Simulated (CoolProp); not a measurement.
Vapour-liquid equilibrium of n-butane (1) + benzene (2) at 0.499 MPa; x and y are mole fractions of (1).

Model: multi-fluid Helmholtz-energy mixture model, Bücker 2006 and Thol 2012; pair parameters Bell 2016, in CoolProp.

```tsv
x	bubble temperature (K)	y at the bubble point	dew temperature at overall composition x (K)	liquid density (mol/L)
0.05	403.8	0.247	413.5	9.577
0.125	387.9	0.506	409.9	9.716
0.2	374.9	0.667	406.2	9.810
0.275	364.5	0.767	402.2	9.861
0.35	356.3	0.831	398.0	9.876
0.425	349.9	0.873	393.4	9.863
0.5	344.7	0.902	388.3	9.827
0.575	340.4	0.924	382.7	9.774
0.65	336.8	0.941	376.4	9.708
0.725	333.6	0.955	369.2	9.633
0.8	330.7	0.968	360.5	9.551
0.875	328.0	0.980	349.5	9.466
0.95	325.2	0.992	334.8	9.381
```

No azeotrope shows between x = 0.05 and 0.95.

Pair parameters are fitted to limited data, so mixtures are less certain than the pure fluids.
